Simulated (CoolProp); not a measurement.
Properties of R407C at several states.

Values from CoolProp's reference Helmholtz-energy equation of state, Lemmon 2003. It is a pseudo-pure fit of the blend.

| T (K) | p (MPa) | phase | cv (kJ/(kg K)) | expansivity (1/kK) | viscosity (µPa s) |
|---|---|---|---|---|---|
| 499.5 | 0.186 | gas | 1.031 | 2.038 | 20.6 |
| 364.3 | 0.0665 | gas | 0.8330 | 2.796 | 15.1 |
| 465.3 | 1.54 | gas | 0.9969 | 2.584 | 19.5 |
| 378.5 | 0.433 | gas | 0.8640 | 2.936 | 15.7 |
| 455.2 | 0.0105 | gas | 0.9684 | 2.200 | 18.8 |

Viscosity comes from a separate model (Geller 2000).
